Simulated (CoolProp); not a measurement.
Decamethylcyclopentasiloxane (D5) along the isotherm 261.25 °C: fugacity coefficient from the reference equation and from simpler models built on Tc = 345.1 °C, pc = 10.78 bar, ω = 0.631; each cubic takes its own stable root.

Values from CoolProp's reference Helmholtz-energy equation of state, Thol 2019.

| p (bar) | phase | reference | van der Waals | Soave-Redlich-Kwong | Peng-Robinson |
|---|---|---|---|---|---|
| 8.98 | liquid | 0.2877 | 0.5373 | 0.2951 | 0.2869 |
| 18 | liquid | 0.1603 | 0.3239 | 0.1672 | 0.1603 |
| 26.9 | liquid | 0.1194 | 0.2587 | 0.1265 | 0.1195 |
| 35.9 | liquid | 0.09962 | 0.2303 | 0.1070 | 0.09975 |
| 44.9 | liquid | 0.08859 | 0.2178 | 0.09632 | 0.08866 |
| 53.9 | liquid | 0.08199 | 0.2139 | 0.09020 | 0.08197 |
| 62.9 | liquid | 0.07800 | 0.2154 | 0.08674 | 0.07785 |
| 71.8 | liquid | 0.07571 | 0.2209 | 0.08505 | 0.07541 |
| 80.8 | liquid | 0.07457 | 0.2296 | 0.08459 | 0.07411 |
| 89.8 | liquid | 0.07432 | 0.2413 | 0.08510 | 0.07367 |
| 98.8 | liquid | 0.07477 | 0.2557 | 0.08638 | 0.07391 |
| 108 | liquid | 0.07584 | 0.2733 | 0.08838 | 0.07474 |
